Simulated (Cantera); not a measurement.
A Cantera script and what it prints.

```python
import numpy as np
import cantera as ct

gas_names = [...]  # 151 gases of nasa_gas.yaml made of C, H, N, O, Si
cond_names = """
    C(gr) C6H6(L) C7H8(L) C8H18(L),n-octa H2O(s) H2O(L) Si(cr) Si(L) SiC(b) SiO2(Lqz) SiO2(hqz) SiO2(L)
    Si2N2O(s) Si3N4(a)
""".split()


# ... load() reads the species with a 1 bar reference pressure and builds the phases ...
atoms = {
    'TEOS': {'Si': 1, 'C': 8, 'H': 20, 'O': 4},
    'O2': {'O': 2},
    'N2': {'N': 2},
}
top_T = {'C(gr)': 4500, 'SiC(b)': 3050, 'Si2N2O(s)': 2100, 'Si3N4(a)': 2400}  # K; cautious upper limits of use, not melting points


# ... equilibrate(T, P, feed) seeds the gas with the atoms and calls Mixture.equilibrate('TP', solver="vcs", rtol=1e-11, max_steps=5000) ...
results = []
T = 1723  # K
P = 13  # Pa
for m in [3.4, 7, 11, 14, 18, 21, 25, 29]:
    feed = {'TEOS': 1, 'O2': m, 'N2': 1.9}  # mol
    mix = equilibrate(T, P, feed)
    results.append((T, P, feed, dict(zip(mix.species_names, mix.species_moles))))

top = {s: max(r[3][s] / sum(r[3][g] for g in gas_names) for r in results) for s in gas_names}
cols = sorted((s for s in top if top[s] > 0.001), key=lambda s: -top[s])[:7]
seen = [c for c in cond_names if any(r[3].get(c, 0) > 1e-12 for r in results)]
print("log10 of partial pressures in bar; condensed amounts in mol")
print(f"{'n(O2)':>10s}" + "".join(f"{s[:9]:>10s}" for s in cols + seen))
for T, P, feed, n in results:
    ng = sum(n[g] for g in gas_names)
    print(f"{feed['O2']:10.4g}" + "".join(f"{np.log10(max(n[s] / ng * P / 1e5, 1e-99)):10.3f}" for s in cols)
          + "".join(f"{n.get(c, 0):10.4g}" for c in seen))
```

Output:

```
log10 of partial pressures in bar; condensed amounts in mol
     n(O2)       H2O        O2        H2        CO       CO2        N2       SiO   SiO2(L)
       3.4    -5.158   -10.994    -4.255    -4.312    -5.760    -4.921    -5.439    0.4238
         7    -4.427    -8.902    -4.570    -4.429    -4.832    -4.909    -6.485    0.9494
        11    -4.216    -6.791    -5.414    -5.024    -4.371    -4.908    -7.541    0.9954
        14    -4.237    -4.913    -6.375    -5.931    -4.338    -4.954    -8.480    0.9993
        18    -4.309    -4.525    -6.641    -6.193    -4.406    -5.027    -8.674    0.9994
        21    -4.357    -4.397    -6.752    -6.303    -4.453    -5.075    -8.738    0.9994
        25    -4.414    -4.294    -6.861    -6.410    -4.508    -5.132    -8.789    0.9993
        29    -4.464    -4.227    -6.944    -6.492    -4.557    -5.182    -8.822    0.9993
```

These are equilibrium values from Cantera (NASA tables, ideal gas, pure condensed phases), not measurements of a reactor. The feed counts by its element totals alone. The tables hold silica as quartz up to 1696 K and as liquid above; real silica turns to tridymite and cristobalite and melts near 1996 K.
